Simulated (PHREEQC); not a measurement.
Buffer: an equilibrium model

A solution holds 0.26 mol/kgw HF, 0.01 mol/kgw NH3 and 0.00028 mol/kgw LiCl, at 25 °C. Closed to the air; pH follows from the charge balance.

All values are PHREEQC results (ion-association model, wateq4f.dat), not measurements.

- pH = 2.08
- ionic strength = 0.0196 mol/kgw
- total alkalinity = -250 meq/kg

```json
[
 {"species": "HF", "molality": "0.137", "activity": "0.137", "log γ": "0.002"},
 {"species": "H2F2", "molality": "0.0488", "activity": "0.0490", "log γ": "0.002"},
 {"species": "F-", "molality": "0.0127", "activity": "0.0110", "log γ": "-0.062"},
 {"species": "NH4+", "molality": "0.0100", "activity": "0.00872", "log γ": "-0.060"},
 {"species": "H+", "molality": "0.00934", "activity": "0.00831", "log γ": "-0.051"},
 {"species": "HF2-", "molality": "0.00667", "activity": "0.00579", "log γ": "-0.062"},
 {"species": "Cl-", "molality": "0.000280", "activity": "0.000243", "log γ": "-0.061"},
 {"species": "Li+", "molality": "0.000280", "activity": "0.000246", "log γ": "-0.056"}
]
```

Precipitation was switched off in this run. wateq4f.dat counts part of the HF as a dimer, H2F2, which phreeqc.dat doesn't know; its constant is uncertain.
